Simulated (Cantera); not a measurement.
What does this Cantera script print?

```python
import numpy as np
import cantera as ct

gas_names = """
    Cr CrN H H2 N NH NH2 NH3 N2 N2H2 N2H4
""".split()
cond_names = """
    Cr(cr) Cr(L) CrN(s) Cr2N(s)
""".split()


# ... load() reads the species with a 1 bar reference pressure and builds the phases ...
atoms = {
    'Cr': {'Cr': 1},
    'NH3': {'N': 1, 'H': 3},
    'N2': {'N': 2},
}
top_T = {'CrN(s)': 1900, 'Cr2N(s)': 1900}  # K; cautious upper limits of use, not melting points


# ... equilibrate(T, P, feed) seeds the gas with the atoms and calls Mixture.equilibrate('TP', solver="vcs", rtol=1e-11, max_steps=5000) ...
results = []
feed = {'Cr': 1, 'NH3': 0.52, 'N2': 0.96}  # mol
T = 1198  # K
for P in [0.1, 0.75, 5.6, 42, 320, 2400, 18000, 130000, 1000000]:
    mix = equilibrate(T, P, feed)
    results.append((T, P, feed, dict(zip(mix.species_names, mix.species_moles))))

top = {s: max(r[3][s] / sum(r[3][g] for g in gas_names) for r in results) for s in gas_names}
cols = sorted((s for s in top if top[s] > 1e-05), key=lambda s: -top[s])[:6]
seen = [c for c in cond_names if any(r[3].get(c, 0) > 1e-12 for r in results)]
print("log10 of partial pressures in bar; condensed amounts in mol")
print(f"{'P/Pa':>10s}" + "".join(f"{s[:9]:>10s}" for s in cols + seen))
for T, P, feed, n in results:
    ng = sum(n[g] for g in gas_names)
    print(f"{P:10.4g}" + "".join(f"{np.log10(max(n[s] / ng * P / 1e5, 1e-99)):10.3f}" for s in cols)
          + "".join(f"{n.get(c, 0):10.4g}" for c in seen))
```

Output:

```
log10 of partial pressures in bar; condensed amounts in mol
      P/Pa        N2        H2       NH3        Cr         H    Cr(cr)    CrN(s)   Cr2N(s)
       0.1    -6.215    -6.409   -16.436    -9.654    -9.926    0.9996         0         0
      0.75    -5.340    -5.534   -14.685    -9.654    -9.488    0.9999         0         0
       5.6    -4.466    -4.661   -12.939    -9.654    -9.051         1         0         0
        42    -3.591    -3.786   -11.189    -9.654    -8.614         1         0         0
       320    -2.751    -2.846    -9.359    -9.801    -8.144         0         0       0.5
      2400    -1.876    -1.971    -7.609   -10.020    -7.706         0         0       0.5
   1.8e+04    -1.063    -1.029    -5.789   -10.232    -7.235         0         1         0
   1.3e+05    -0.205    -0.170    -4.072   -10.661    -6.806         0         1         0
     1e+06     0.681     0.716    -2.301   -11.104    -6.363         0         1         0
```

These are equilibrium values from Cantera (NASA tables, ideal gas, pure condensed phases), not measurements of a reactor.
